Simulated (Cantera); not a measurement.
A closed system holds: 1 mol SiF4, 0.24 mol NO, 3.7 mol H2, 0.84 mol N2O, at 800 °C and 2.85 Torr.

Cantera equilibrium calculation (NASA polynomials, part measured and part estimated; ideal gas, pure solids and liquids). Candidate condensed phases: H2O, Si, SiO2, Si2N2O, Si3N4; 58 gas species. The numbers say what is thermodynamically allowed, not how fast it happens.

Base state: H2 0.428, HF 0.301, N2 0.157, SiF4 0.0881, H2O 0.0259 (mole fractions); condensed: SiO2(β-quartz).

Question: What changes in the equilibrium state with this change: SiF4 replaced by HMDSO?

Answer: 
```
species              before     after
-------------------  ------  --------
H2                    0.428     0.964
N2                    0.157    0.0184
CO                        0    0.0176
HF                    0.301         0
SiF4                 0.0881         0
H2O                  0.0259   8.37e-6
CH4                       0  0.000162
SiO2(β-quartz), mol   0.461     0.565
C(graphite), mol          0      5.77
Si2N2O(s), mol            0     0.717
```
The feed counts by its element totals alone. Mutual solubility and eutectic melting of coexisting phases are not modelled. Further candidate phases: C, C6H6, C7H8, C8H18, SiC.
